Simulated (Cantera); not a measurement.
## Reactions in the system C-Cu-O

Standard-state values (1 bar) from the NASA 1993 polynomials, evaluated with Cantera. Values are per mole of reaction as written; species without (g) are pure solids or liquids, kept so even where they would boil at 1 bar.

O₃(g) + 6 Cu → 3 Cu₂O

```json
[
 {"T (K)": "525", "ΔH° (kJ)": "-652.4", "ΔS° (J/K)": "-157.3", "ΔG° (kJ)": "-569.9", "log10 K": "56.70"},
 {"T (K)": "575", "ΔH° (kJ)": "-651.9", "ΔS° (J/K)": "-156.3", "ΔG° (kJ)": "-562.0", "log10 K": "51.05"},
 {"T (K)": "625", "ΔH° (kJ)": "-651.3", "ΔS° (J/K)": "-155.4", "ΔG° (kJ)": "-554.2", "log10 K": "46.32"},
 {"T (K)": "675", "ΔH° (kJ)": "-650.7", "ΔS° (J/K)": "-154.4", "ΔG° (kJ)": "-546.5", "log10 K": "42.29"},
 {"T (K)": "725", "ΔH° (kJ)": "-650.1", "ΔS° (J/K)": "-153.5", "ΔG° (kJ)": "-538.8", "log10 K": "38.82"},
 {"T (K)": "775", "ΔH° (kJ)": "-649.4", "ΔS° (J/K)": "-152.6", "ΔG° (kJ)": "-531.1", "log10 K": "35.80"},
 {"T (K)": "825", "ΔH° (kJ)": "-648.7", "ΔS° (J/K)": "-151.7", "ΔG° (kJ)": "-523.5", "log10 K": "33.15"},
 {"T (K)": "875", "ΔH° (kJ)": "-647.9", "ΔS° (J/K)": "-150.8", "ΔG° (kJ)": "-516.0", "log10 K": "30.80"},
 {"T (K)": "925", "ΔH° (kJ)": "-647.2", "ΔS° (J/K)": "-149.9", "ΔG° (kJ)": "-508.5", "log10 K": "28.71"}
]
```

2 Cu + CO₂(g) → CO(g) + Cu₂O

| T (K) | ΔH° (kJ) | ΔS° (J/K) | ΔG° (kJ) | log10 K |
|---|---|---|---|---|
| 525 | 113.4 | 12.7 | 106.7 | -10.61 |
| 575 | 113.6 | 13.1 | 106.0 | -9.63 |
| 625 | 113.7 | 13.4 | 105.4 | -8.81 |
| 675 | 113.9 | 13.6 | 104.7 | -8.10 |
| 725 | 114.1 | 13.9 | 104.0 | -7.49 |
| 775 | 114.3 | 14.1 | 103.3 | -6.96 |
| 825 | 114.4 | 14.3 | 102.6 | -6.50 |
| 875 | 114.6 | 14.5 | 101.9 | -6.08 |
| 925 | 114.7 | 14.7 | 101.2 | -5.71 |

Cu₂O → O(g) + 2 Cu

```tsv
T (K)	ΔH° (kJ)	ΔS° (J/K)	ΔG° (kJ)	log10 K
525	420.9	137.7	348.6	-34.68
575	421.0	137.9	341.7	-31.04
625	421.0	137.9	334.8	-27.98
675	421.0	137.9	327.9	-25.38
725	421.0	137.8	321.0	-23.13
775	420.9	137.7	314.1	-21.17
825	420.8	137.6	307.3	-19.45
875	420.7	137.5	300.4	-17.93
925	420.6	137.4	293.5	-16.57
```
